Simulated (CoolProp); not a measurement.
R1336mzz(E) along the isotherm 242.8 K: Z from the reference equation and from simpler models built on Tc = 403.5 K, pc = 2.779 MPa, ω = 0.413; each cubic takes its own stable root.

Model: reference Helmholtz-energy equation of state, Akasaka 2023, in CoolProp.

```csv
p (MPa),phase,reference
0.713,liquid,0.03922
1.43,liquid,0.07858
2.14,liquid,0.1175
2.85,liquid,0.1563
3.56,liquid,0.1951
4.28,liquid,0.2343
4.99,liquid,0.2729
5.7,liquid,0.3115
```

How far does each simpler model (Redlich-Kwong, Peng-Robinson) lie from the reference over these 8 states: mean and median of the absolute difference, and the worst?


- Redlich-Kwong: mean 18.8 %, median 18.8 %, worst +19.6 % at 242.8 K and 0.713 MPa
- Peng-Robinson: mean 0.8 %, median 0.7 %, worst +0.9 % at 242.8 K and 0.713 MPa
